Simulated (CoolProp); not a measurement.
Saturation properties of R115.

Computed with CoolProp (reference Helmholtz-energy equation of state, Lemmon 2016).

```
T (°C)  p (bar)  liquid density (kg/m³)  vapour density (kg/m³)
------  -------  ----------------------  ----------------------
5.95      5.295                    1374                   40.96
15.55     6.996                    1331                   54.25
25.25     9.095                    1285                   71.30
34.95     11.63                    1234                   93.13
44.55     14.62                    1178                   121.2
54.25     18.19                    1113                   159.4
63.95     22.42                    1032                   215.0
73.65     27.44                   912.8                   313.1
```

It boils at -39.2 °C under 1 atm.
